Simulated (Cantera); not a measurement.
Feed: 1 mol V, 0.67 mol O2, 38 mol N2, 11 mol H2O, held at 1600 Pa.

Method: chemical equilibrium by Gibbs-energy minimisation in Cantera with the NASA 1993 tables (ideal gas, pure condensed phases). Candidate condensed phases: H2O, V, VN, VO, V2O3, V2O4, V2O5; 28 gas species. Condensed phases not in the tables: the oxides between V2O3 and V2O5 other than VO2. Rates play no part. All values below are at 1275 °C.

Base state: N2 0.775, H2O 0.221, H2 0.00329, OH 3.13e-5, H 1.40e-5, VO2 1.07e-5 (mole fractions); condensed: V2O3(s).

Problem. What changes in the equilibrium state with this change: O2 from 0.67 to 4.6 mol?

Solution. 
```tsv
species	before	after
N2	0.775	0.722
H2O	0.221	0.209
O2	3.50e-6	0.0679
VO2	1.07e-5	1.80e-5
H2	0.00329	2.23e-5
O	1.13e-7	1.57e-5
V2O3(s), mol	0.500	0
V2O4(s), mol	0	0.500
```
